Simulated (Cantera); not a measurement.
An isothermal, constant-pressure homogeneous reactor starts with CH4 : H2 : H = 0.013 : 1 : 0.039 (molar parts), at 1498 K and 18.0 Torr. Integrator tolerance rtol = 1e-08.

Detailed kinetics in Cantera: GRI-Mech 3.0 (53 species, 325 reactions). GRI-Mech 3.0 stops at C3 and has no aromatics, soot or wall deposition, so with more carbon than oxygen in the feed, carbon stays in small species such as C2H2 where larger ones or solid carbon would form. Radical loss at walls, strong at low pressure, is not modelled.

Q: What does this change do: temperature 1498 to 2325 K?

A: 
```csv
quantity,before,after
x(CH4) at 4.00 s,0.00684 (gas-phase equilibrium 0.00151),4.76e-6 (gas-phase equilibrium 4.80e-6)
x(H2) at 4.00 s,0.990 (gas-phase equilibrium 0.993),0.925 (gas-phase equilibrium 0.925)
x(H) at 4.00 s,0.000106 (gas-phase equilibrium 0.000111),0.0688 (gas-phase equilibrium 0.0688)
x(CH3) at 4.00 s,1.48e-5 (gas-phase equilibrium 3.43e-6),6.57e-6 (gas-phase equilibrium 6.63e-6)
x(C2H6) at 4.00 s,7.06e-8 (gas-phase equilibrium 7.77e-9),<1e-12 (gas-phase equilibrium <1e-12)
x(C2H) at 4.00 s,5.60e-10 (gas-phase equilibrium 1.13e-9),2.13e-5 (gas-phase equilibrium 2.13e-5)
```

Q: What does this change do: CH4 0.013 to 0.003 parts?

A: 
```csv
quantity,before,after
x(CH4) at 4.00 s,0.00684 (gas-phase equilibrium 0.00151),0.000463 (gas-phase equilibrium 0.000690)
x(H2) at 4.00 s,0.990 (gas-phase equilibrium 0.993),0.998 (gas-phase equilibrium 0.998)
x(H) at 4.00 s,0.000106 (gas-phase equilibrium 0.000111),0.000187 (gas-phase equilibrium 0.000112)
x(CH3) at 4.00 s,1.48e-5 (gas-phase equilibrium 3.43e-6),1.75e-6 (gas-phase equilibrium 1.56e-6)
x(C2H6) at 4.00 s,7.06e-8 (gas-phase equilibrium 7.77e-9),1.69e-9 (gas-phase equilibrium 1.61e-9)
x(C2H) at 4.00 s,5.60e-10 (gas-phase equilibrium 1.13e-9),4.25e-10 (gas-phase equilibrium 2.31e-10)
```
